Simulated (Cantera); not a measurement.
Input: 1 mol PbO, a varied amount of H2, 2.5 mol H2O, equilibrated at 1573 K and 1.00 bar.

Cantera equilibrium calculation (NASA polynomials, part measured and part estimated; ideal gas, pure solids and liquids). Candidate condensed phases: H2O, Pb, PbO, PbO2, Pb3O4; 12 gas species. Gases not in the tables: (PbO)n polymers. The numbers say what is thermodynamically allowed, not how fast it happens.

At 1.8 mol H2, list the 6 most abundant gas species with their mole fractions, and the condensed phases.

H2O 0.775, H2 0.177, Pb 0.0480, PbO 0.000127, Pb2 3.13e-5, H 1.71e-5. Condensed: Pb(l).
